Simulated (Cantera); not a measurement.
Predominance diagram of Cu at 1675 K against the partial pressures of O2 and F2 (log10, bar). Source: NASA polynomial tables (part measured, part estimated), evaluated in Cantera. Candidates: Cu(l), CuF2(l), Cu2O(l). Only these pure phases compete in this equilibrium. 

Which phase is stable at these pairs, and which metal-bearing vapour leads over it? (-0.8, -10); (-5.8, -6.2); (-5.2, -6.9); (-2.1, -9.2); (-6.4, -2.3); (-3.3, -0.8); (-0.2, -3.1)


| log p(O2) | log p(F2) | phase | chief vapour | log p (bar) |
|---|---|---|---|---|
| -0.8 | -10 | Cu2O(l) | CuF | -0.8 |
| -5.8 | -6.2 | CuF2(l) | CuF2 | -0.7 |
| -5.2 | -6.9 | CuF2(l) | CuF2 | -0.7 |
| -2.1 | -9.2 | CuF2(l) | CuF2 | -0.7 |
| -6.4 | -2.3 | CuF2(l) | CuF2 | -0.7 |
| -3.3 | -0.8 | CuF2(l) | CuF2 | -0.7 |
| -0.2 | -3.1 | CuF2(l) | CuF2 | -0.7 |
